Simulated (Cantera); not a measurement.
## Adiabatic ignition

An adiabatic, constant-volume homogeneous reactor starts with H2 : O2 : N2 : H2O = 1 : 0.5 : 1.88 : 0.088 (molar parts), at 1623 K and 0.642 atm.

Detailed kinetics in Cantera: the H2/O2 subset of GRI-Mech 3.0, which has no nitrogen chemistry.

```json
[
 {"t (s)": "2.00e-6", "T (K)": "1623", "P (bar)": "0.650", "x H2": "0.288", "x O2": "0.144", "x H2O": "0.0254", "x H2O2": "2.18e-8", "x HO2": "1.35e-6", "x O": "4.06e-7", "x H": "2.93e-6"},
 {"t (s)": "4.11e-6", "T (K)": "1623", "P (bar)": "0.650", "x H2": "0.288", "x O2": "0.144", "x H2O": "0.0254", "x H2O2": "7.47e-8", "x HO2": "2.93e-6", "x O": "3.34e-6", "x H": "2.32e-5"},
 {"t (s)": "8.46e-6", "T (K)": "1624", "P (bar)": "0.650", "x H2": "0.286", "x O2": "0.143", "x H2O": "0.0268", "x H2O2": "3.54e-7", "x HO2": "1.59e-5", "x O": "0.000175", "x H": "0.00120"},
 {"t (s)": "1.74e-5", "T (K)": "1851", "P (bar)": "0.735", "x H2": "0.0655", "x O2": "0.0393", "x H2O": "0.184", "x H2O2": "9.02e-7", "x HO2": "1.45e-5", "x O": "0.0303", "x H": "0.110"},
 {"t (s)": "3.58e-5", "T (K)": "2249", "P (bar)": "0.869", "x H2": "0.0687", "x O2": "0.0321", "x H2O": "0.201", "x H2O2": "3.37e-7", "x HO2": "9.03e-6", "x O": "0.0260", "x H": "0.0768"},
 {"t (s)": "7.37e-5", "T (K)": "2656", "P (bar)": "0.999", "x H2": "0.0661", "x O2": "0.0258", "x H2O": "0.224", "x H2O2": "2.82e-7", "x HO2": "7.42e-6", "x O": "0.0187", "x H": "0.0481"},
 {"t (s)": "0.000152", "T (K)": "2916", "P (bar)": "1.08", "x H2": "0.0607", "x O2": "0.0216", "x H2O": "0.243", "x H2O2": "5.36e-7", "x HO2": "1.04e-5", "x O": "0.0135", "x H": "0.0327"},
 {"t (s)": "0.000312", "T (K)": "2943", "P (bar)": "1.08", "x H2": "0.0600", "x O2": "0.0212", "x H2O": "0.245", "x H2O2": "5.89e-7", "x HO2": "1.09e-5", "x O": "0.0130", "x H": "0.0313"},
 {"t (s)": "0.000641", "T (K)": "2943", "P (bar)": "1.08", "x H2": "0.0600", "x O2": "0.0212", "x H2O": "0.245", "x H2O2": "5.89e-7", "x HO2": "1.09e-5", "x O": "0.0130", "x H": "0.0313"},
 {"t (s)": "0.00132", "T (K)": "2943", "P (bar)": "1.08", "x H2": "0.0600", "x O2": "0.0212", "x H2O": "0.245", "x H2O2": "5.89e-7", "x HO2": "1.09e-5", "x O": "0.0130", "x H": "0.0313"},
 {"t (s)": "0.00271", "T (K)": "2943", "P (bar)": "1.08", "x H2": "0.0600", "x O2": "0.0212", "x H2O": "0.245", "x H2O2": "5.89e-7", "x HO2": "1.09e-5", "x O": "0.0130", "x H": "0.0313"},
 {"t (s)": "0.00558", "T (K)": "2943", "P (bar)": "1.08", "x H2": "0.0600", "x O2": "0.0212", "x H2O": "0.245", "x H2O2": "5.89e-7", "x HO2": "1.09e-5", "x O": "0.0130", "x H": "0.0313"},
 {"t (s)": "0.0115", "T (K)": "2943", "P (bar)": "1.08", "x H2": "0.0600", "x O2": "0.0212", "x H2O": "0.245", "x H2O2": "5.89e-7", "x HO2": "1.09e-5", "x O": "0.0130", "x H": "0.0313"},
 {"t (s)": "0.0236", "T (K)": "2943", "P (bar)": "1.08", "x H2": "0.0600", "x O2": "0.0212", "x H2O": "0.245", "x H2O2": "5.89e-7", "x HO2": "1.09e-5", "x O": "0.0130", "x H": "0.0313"},
 {"t (s)": "0.0486", "T (K)": "2943", "P (bar)": "1.08", "x H2": "0.0600", "x O2": "0.0212", "x H2O": "0.245", "x H2O2": "5.89e-7", "x HO2": "1.09e-5", "x O": "0.0130", "x H": "0.0313"},
 {"t (s)": "0.100", "T (K)": "2943", "P (bar)": "1.08", "x H2": "0.0600", "x O2": "0.0212", "x H2O": "0.245", "x H2O2": "5.89e-7", "x HO2": "1.09e-5", "x O": "0.0130", "x H": "0.0313"}
]
```
x: mole fraction; the columns are a selection and need not sum to one.

| Item | Result |
|---|---|
| time of steepest temperature rise | 14.0 µs |
| temperature at 0.100 s | 2943 K |
| equilibrium temperature | 2943 K |
| x(H2) at 0.100 s | 0.0600 (gas-phase equilibrium 0.0600) |
| x(O2) at 0.100 s | 0.0212 (gas-phase equilibrium 0.0212) |
| x(H2O) at 0.100 s | 0.245 (gas-phase equilibrium 0.245) |
